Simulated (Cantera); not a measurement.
Input: 1 mol SiC, 0.032 mol N2O, 380 mol H2, equilibrated at 420 Pa.

Cantera equilibrium calculation (NASA polynomials, part measured and part estimated; ideal gas, pure solids and liquids). Candidate condensed phases: C, C6H6, C7H8, C8H18, H2O, Si, SiC, SiO2, Si2N2O, Si3N4; 151 gas species. Equilibrium is a limit: real reactors are often held back by kinetics, nucleation or transport.

Problem. At 1975 °C, list the 5 most abundant gas species with their mole fractions, and the condensed phases.

Solution. H2 0.889, H 0.107, Si 0.00230, C2H2 (acetylene) 0.00104, HCN 9.92e-5. Condensed: gas only.
